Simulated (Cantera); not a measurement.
A closed system holds: 1 mol SiHCl3, a varied amount of Cl2, 25 mol N2, equilibrated at 34.0 mbar.

These are equilibrium values from Cantera (NASA tables, ideal gas, pure condensed phases), not measurements of a reactor. Candidate condensed phases: NH4Cl, Si, Si3N4; 28 gas species. N2 is the only nitrogen source here; it is nearly inert below about 1500 K, so the nitride shown seldom forms there in practice. The tables' values for SiCl3 are old estimates. The numbers say what is thermodynamically allowed, not how fast it happens.

Problem. What condenses at these points (T in K, n(Cl2) in mol): (1398, 0.064); (1248, 0.15); (1448, 0.15); (1248, 0.28); (1698, 0.022)?

Solution. 
```csv
T (K),n(Cl2) in mol,condensed phases,Si condensed (%)
1398,0.064,Si3N4,33.5
1248,0.15,Si3N4,38.9
1448,0.15,Si3N4,19.6
1248,0.28,Si3N4,32.4
1698,0.022,gas only,0.0
```
